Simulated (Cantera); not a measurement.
Charge: 1 mol Ta(OEt)₅, a varied amount of CO₂, equilibrated at 100 Torr.

Cantera equilibrium calculation (NASA polynomials, part measured and part estimated; ideal gas, pure solids and liquids). Candidate condensed phases: C, C₆H₆, C₇H₈, C₈H₁₈, H₂O, Ta, TaC, Ta₂O₅; 113 gas species. The feed counts by its element totals alone. Mutual solubility and eutectic melting of coexisting phases are not modelled. TaC: taken at fixed stoichiometry. Condensed phases not in the tables: Ta₂C, N, O or C dissolved in the metal. Kinetics and transport are ignored.

What condenses at these points (T in K, n(CO₂) in mol): (2573, 4); (2423, 5.5); (2048, 5.9); (2198, 4.5); (2723, 4.5); (2573, 5.9); (2498, 0.7); (2123, 3.1)?


```csv
T (K),n(CO₂) in mol,condensed phases,Ta condensed (%)
2573,4,TaC,100.0
2423,5.5,Ta + Ta₂O₅,92.7
2048,5.9,TaC + Ta₂O₅,100.0
2198,4.5,TaC + Ta₂O₅,99.6
2723,4.5,Ta + TaC,98.8
2573,5.9,Ta + Ta₂O₅,66.5
2498,0.7,C + TaC,100.0
2123,3.1,C + TaC,100.0
```
